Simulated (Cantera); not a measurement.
An isothermal, constant-pressure homogeneous reactor starts with CO : O₂ : H₂O : N₂ = 0.0037 : 0.037 : 0.00011 : 1 (molar parts), equivalence ratio 0.050, at 1348 K and 11000 Pa. Integrator tolerance rtol = 1e-08.

Cantera simulation using GRI-Mech 3.0 (53 species, 325 reactions); the numbers are that mechanism's predictions, not measurements.

**Question.** What does this change do: temperature 1348 to 1475 K?

**Answer.** 
```json
[
 {"quantity": "x(CO) at 9.00 s", "before": "2.77e-7 (gas-phase equilibrium 2.27e-8)", "after": "7.54e-7 (gas-phase equilibrium 1.97e-7)"},
 {"quantity": "x(O₂) at 9.00 s", "before": "0.0338 (gas-phase equilibrium 0.0337)", "after": "0.0338 (gas-phase equilibrium 0.0336)"},
 {"quantity": "x(H₂O) at 9.00 s", "before": "0.000105 (gas-phase equilibrium 0.000106)", "after": "0.000104 (gas-phase equilibrium 0.000105)"},
 {"quantity": "x(NO) at 9.00 s", "before": "1.89e-6 (gas-phase equilibrium 0.000238)", "after": "6.69e-6 (gas-phase equilibrium 0.000480)"},
 {"quantity": "x(N₂O) at 9.00 s", "before": "6.51e-8 (gas-phase equilibrium 5.66e-9)", "after": "3.59e-8 (gas-phase equilibrium 1.09e-8)"},
 {"quantity": "x(H₂O₂) at 9.00 s", "before": "4.10e-12 (gas-phase equilibrium <1e-12)", "after": "3.82e-12 (gas-phase equilibrium 1.14e-12)"}
]
```

**Question.** What does this change do: pressure from 11000 Pa to 100000 Pa?

**Answer.** 
```csv
quantity,before,after
x(CO) at 9.00 s,2.77e-7 (gas-phase equilibrium 2.27e-8),7.62e-9 (gas-phase equilibrium 7.54e-9)
x(O₂) at 9.00 s,0.0338 (gas-phase equilibrium 0.0337),0.0338 (gas-phase equilibrium 0.0337)
x(H₂O) at 9.00 s,0.000105 (gas-phase equilibrium 0.000106),0.000106 (gas-phase equilibrium 0.000106)
x(NO) at 9.00 s,1.89e-6 (gas-phase equilibrium 0.000238),2.49e-6 (gas-phase equilibrium 0.000238)
x(N₂O) at 9.00 s,6.51e-8 (gas-phase equilibrium 5.66e-9),1.71e-8 (gas-phase equilibrium 1.71e-8)
x(H₂O₂) at 9.00 s,4.10e-12 (gas-phase equilibrium <1e-12),1.52e-12 (gas-phase equilibrium 1.52e-12)
```
